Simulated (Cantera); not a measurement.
Thermodynamics of silicon epitaxy and polysilicon growth, feed SiH2Cl2 + Cl2 + H2

A closed system holds: 1 mol SiH2Cl2, 0.0054 mol Cl2, a varied amount of H2, at 1073 K and 0.00380 bar.

Equilibrium computed with Cantera from the NASA thermochemical tables; the gas is ideal and each condensed phase is pure. Candidate condensed phases: Si; 19 gas species. The tables' values for SiCl3 are old estimates; treat these amounts as uncertain. Kinetics and transport are ignored.

From 17 mol H2 to 280 mol H2 the condensed part is Si(s). The main Si-bearing gas is SiCl4 at 17 mol H2 and SiCl2 at 280 mol H2. The share of Si in condensed phases is highest at 280 mol H2 (96.9 %) and lowest at 17 mol H2 (65.4 %).

| n(H2) (mol) | x H2 | x HCl | x SiCl4 | x SiCl2 | x SiHCl3 | x SiCl3 | x SiH2Cl2 | x SiH3Cl | n Si(s) |
|---|---|---|---|---|---|---|---|---|---|
| 17 | 0.935 | 0.0468 | 0.00974 | 0.00456 | 0.00238 | 0.00167 | 6.81e-5 | 5.10e-7 | 0.654 |
| 24 | 0.947 | 0.0409 | 0.00552 | 0.00344 | 0.00157 | 0.00109 | 5.19e-5 | 4.52e-7 | 0.699 |
| 32 | 0.956 | 0.0359 | 0.00322 | 0.00262 | 0.00105 | 0.000726 | 4.00e-5 | 4.00e-7 | 0.741 |
| 44 | 0.965 | 0.0304 | 0.00162 | 0.00186 | 0.000630 | 0.000434 | 2.86e-5 | 3.42e-7 | 0.790 |
| 60 | 0.972 | 0.0251 | 0.000747 | 0.00126 | 0.000354 | 0.000243 | 1.96e-5 | 2.85e-7 | 0.837 |
| 82 | 0.978 | 0.0202 | 0.000306 | 0.000809 | 0.000182 | 0.000124 | 1.26e-5 | 2.30e-7 | 0.880 |
| 110 | 0.983 | 0.0160 | 0.000120 | 0.000506 | 9.03e-5 | 6.16e-5 | 7.94e-6 | 1.83e-7 | 0.912 |
| 150 | 0.987 | 0.0123 | 4.11e-5 | 0.000296 | 4.05e-5 | 2.76e-5 | 4.67e-6 | 1.41e-7 | 0.938 |
| 210 | 0.991 | 0.00903 | 1.20e-5 | 0.000160 | 1.61e-5 | 1.10e-5 | 2.53e-6 | 1.04e-7 | 0.957 |
| 280 | 0.993 | 0.00689 | 4.05e-6 | 9.30e-5 | 7.15e-6 | 4.85e-6 | 1.47e-6 | 7.98e-8 | 0.969 |
x: gas mole fraction; n: condensed amount in mol.
